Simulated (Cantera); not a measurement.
Feed: 1 mol trisilylamine, 0.6 mol NH3, 2.1 mol N2, at 1348.15 K and 0.133 bar.

Equilibrium computed with Cantera from the NASA thermochemical tables; the gas is ideal and each condensed phase is pure. Candidate condensed phases: Si, Si3N4; 18 gas species. The feed counts by its element totals alone. Equilibrium is a limit: real reactors are often held back by kinetics, nucleation or transport.

Base state: H2 0.857, N2 0.143 (mole fractions); condensed: Si3N4(s).

**Question.** What changes in the equilibrium state with this change: trisilylamine replaced by Si2Cl6?

**Answer.** 
```
species        before    after
-------------  ------  -------
N2              0.143    0.405
HCl                 0    0.283
SiCl4               0    0.239
H2              0.857   0.0523
SiCl3               0   0.0142
SiCl2               0  0.00426
SiHCl3              0  0.00252
Si3N4(s), mol    1.00    0.266
```
The tables' values for SiCl3 are old estimates; treat these amounts as uncertain. Further candidate phases: NH4Cl.
